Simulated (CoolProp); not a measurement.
The numbers come from the reference Helmholtz-energy equation of state, McLinden 2015 in CoolProp.

Question: Give the vapour pressure (kPa), liquid density (kg/m³), vapour density (kg/m³), enthalpy of vaporisation (kJ/kg) of saturated the fluoroketone C6F12O (FK-5-1-12) at 288.8 K.

Answer: 
| T (K) | p (kPa) | liquid density (kg/m³) | vapour density (kg/m³) | enthalpy of vaporisation (kJ/kg) |
|---|---|---|---|---|
| 288.8 | 26.8 | 1630 | 3.62 | 97.4 |
